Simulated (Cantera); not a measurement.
# Carbothermic reduction: SiO₂ + CH₄ + CO

Input: 1 mol SiO₂, 0.65 mol CH₄, 0.093 mol CO, equilibrated at 1052 °C and 1.33 mbar.

Equilibrium computed with Cantera from the NASA thermochemical tables; the gas is ideal and each condensed phase is pure. Candidate condensed phases: C, C₆H₆, C₇H₈, C₈H₁₈, H₂O, Si, SiC, SiO₂; 123 gas species. Mutual solubility and eutectic melting of coexisting phases are not modelled. The tables hold silica as quartz up to 1696 K and as liquid above; real silica turns to tridymite and cristobalite and melts near 1996 K. Rates play no part.

```
Property                                    Value
--------------------------------------  ---------
x(H₂)                                       0.711
x(CO)                                       0.288
x(SiO)                                   0.000813
x(H)                                      3.78e-5
x(H₂O)                                    3.57e-6
x(CH₄)                                    2.49e-6
n(SiC(s))                               0.216 mol
n(SiO₂(β-quartz))                       0.782 mol
gas amount                              1.828 mol
log10 activity of C(graphite) (absent)      -0.26
log10 activity of Si(s) (absent)            -2.21
```
